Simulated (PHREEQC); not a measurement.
NaOH is added in steps, without added water, to 1 kg of water holding 0.0027 mol Cu(NO3)2, 0.25 mol HCl and 0.064 mol KCl, at 65 °C. Oxygen alone is held at its pressure in air (log pO2 = -0.68). The system is closed to CO2. Only these solids could form: Cu(OH)2, Atacamite, Cu2(OH)3NO3, Halite.

Base run: PHREEQC, ion-association model, wateq4f.dat. Each further column changes one thing. The table gives CuCl+ (mol/kgw).

| NaOH added (mol) | base | temperature from 65 to 25 °C | Cu(NO3)2 from 0.0027 to 0.00243 mol/kgw | KCl replaced by KBr at the same molality | no solid may form |
|---|---|---|---|---|---|
| 0 | 0.00141 | (withheld) | 0.00127 | 0.00128 | 0.00141 |
| 0.141 | 0.00140 | (withheld) | 0.00126 | 0.00127 | 0.00140 |
| 0.329 | 0 | 0 | 0 | 0 | (withheld) |
| 0.47 | 0 | 0 | 0 | 0 | (withheld) |
| 0.611 | 0 | 0 | 0 | 0 | (withheld) |
| 0.799 | 0 | 0 | 0 | 0 | (withheld) |
| 0.94 | 0 | 0 | 0 | 0 | (withheld) |

Complete the blanks.


- 0, temperature from 65 to 25 °C: 0.000511
- 0.141, temperature from 65 to 25 °C: 0.000509
- 0.329, no solid may form: 4.27e-12
- 0.47, no solid may form: 5.06e-13
- 0.611, no solid may form: 1.80e-13
- 0.799, no solid may form: 7.31e-14
- 0.94, no solid may form: 4.46e-14

The ionic strength passes 0.7 mol/kgw, the rough limit of the ion-association models, in part of: base; temperature from 65 to 25 °C; Cu(NO3)2 from 0.0027 to 0.00243 mol/kgw; KCl replaced by KBr at the same molality; no solid may form. At this temperature some constants are extrapolated from 25 °C, and those without enthalpy data are left unchanged. The database's constant for dissolved Cu(OH)2 is higher than later reviews accept. In at least one series the solution becomes supersaturated in solids that the run did not let form, among them Cu(OH)2, Atacamite, Cu2(OH)3NO3.
